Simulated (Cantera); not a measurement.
**Mg(OH)2 + H2O (calcination and drying)**

Feed: 1 mol Mg(OH)2, 2.7 mol H2O, held at 570 Pa.

Equilibrium computed with Cantera from the NASA thermochemical tables; the gas is ideal and each condensed phase is pure. Candidate condensed phases: H2O, Mg, MgO, Mg(OH)2; 15 gas species. The numbers say what is thermodynamically allowed, not how fast it happens.

```
T (K)  x H2O      x H2      x O2      x OH       x H       x O      x Mg  x Mg(OH)2  n MgO(s)
-----  -----  --------  --------  --------  --------  --------  --------  ---------  --------
1300   1.000  0.000141   6.65e-5   1.61e-5   1.74e-7   1.91e-8    <1e-12    6.54e-9      1.00
1375   0.999  0.000328  0.000153   4.51e-5   8.22e-7   1.04e-7  1.68e-12    2.55e-8      1.00
1450   0.999  0.000699  0.000322  0.000113   3.31e-6   4.77e-7  3.23e-11    8.64e-8      1.00
1525   0.998   0.00138  0.000629  0.000261   1.17e-5   1.88e-6  4.62e-10    2.59e-7     1.000
1600   0.996   0.00257   0.00115  0.000553   3.65e-5   6.53e-6   5.13e-9    6.98e-7     1.000
1675   0.992   0.00453   0.00200   0.00110  0.000103   2.03e-5   4.58e-8    1.72e-6     1.000
1750   0.987   0.00757   0.00331   0.00205  0.000268   5.70e-5   3.38e-7    3.90e-6     1.000
1825   0.978    0.0121   0.00525   0.00362  0.000642  0.000147   2.11e-6    8.24e-6     1.000
1900   0.965    0.0186   0.00798   0.00611   0.00144  0.000353   1.14e-5    1.63e-5     1.000
1975   0.947    0.0276    0.0117   0.00984   0.00301  0.000790   5.41e-5    3.04e-5     1.000
```
x: gas mole fraction; n: condensed amount in mol.

From 1300 K to 1975 K the condensed part is MgO(s).
